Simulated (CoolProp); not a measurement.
The fluoroketone C6F12O (FK-5-1-12) along the isotherm 226.85 °C: density (kg/m³) from the reference equation and from simpler models built on Tc = 168.7 °C, pc = 1.869 MPa, ω = 0.471; each cubic takes its own stable root.

The numbers come from the reference Helmholtz-energy equation of state, McLinden 2015 in CoolProp.

```tsv
p (MPa)	phase	reference
1.17	gas	103.9
2.34	supercritical	257.2
3.5	supercritical	494.6
4.67	supercritical	716.9
5.84	supercritical	839.0
7.01	supercritical	914.9
8.18	supercritical	969.1
9.35	supercritical	1011
10.5	supercritical	1045
11.7	supercritical	1074
12.8	supercritical	1098
14	supercritical	1120
15.2	supercritical	1140
16.4	supercritical	1159
17.5	supercritical	1174
18.7	supercritical	1189
```

Q: How far does each simpler model (van der Waals, Redlich-Kwong) lie from the reference over these 16 states: mean and median of the absolute difference, and the worst?

A: 
- van der Waals: mean 16.4 %, median 19.0 %, worst -21.1 % at 226.85 °C and 18.7 MPa
- Redlich-Kwong: mean 2.3 %, median 1.6 %, worst +11.0 % at 226.85 °C and 3.5 MPa
